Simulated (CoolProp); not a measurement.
n-perfluorohexane along the isotherm 329.8 K: Z from the reference equation and from simpler models built on Tc = 448.0 K, pc = 1.742 MPa, ω = 0.497; each cubic takes its own stable root.

Model: reference Helmholtz-energy equation of state, Gao 2022, in CoolProp.

```json
[
 {"p (MPa)": "0.67", "phase": "liquid", "reference": "0.05215"},
 {"p (MPa)": "1.34", "phase": "liquid", "reference": "0.1040"},
 {"p (MPa)": "2.01", "phase": "liquid", "reference": "0.1556"},
 {"p (MPa)": "2.68", "phase": "liquid", "reference": "0.2070"},
 {"p (MPa)": "3.35", "phase": "liquid", "reference": "0.2581"},
 {"p (MPa)": "4.02", "phase": "liquid", "reference": "0.3089"},
 {"p (MPa)": "4.69", "phase": "liquid", "reference": "0.3596"},
 {"p (MPa)": "5.36", "phase": "liquid", "reference": "0.4100"},
 {"p (MPa)": "6.03", "phase": "liquid", "reference": "0.4602"},
 {"p (MPa)": "6.7", "phase": "liquid", "reference": "0.5103"},
 {"p (MPa)": "7.37", "phase": "liquid", "reference": "0.5601"},
 {"p (MPa)": "8.04", "phase": "liquid", "reference": "0.6098"},
 {"p (MPa)": "8.71", "phase": "liquid", "reference": "0.6593"}
]
```

Problem. How far does each simpler model (van der Waals, Redlich-Kwong, Soave-Redlich-Kwong) lie from the reference over these 13 states: mean and median of the absolute difference, and the worst?

Solution. 
- van der Waals: mean 69.9 %, median 68.7 %, worst +80.2 % at 329.8 K and 0.67 MPa
- Redlich-Kwong: mean 20.8 %, median 20.4 %, worst +25.2 % at 329.8 K and 0.67 MPa
- Soave-Redlich-Kwong: mean 13.9 %, median 13.8 %, worst +15.6 % at 329.8 K and 0.67 MPa
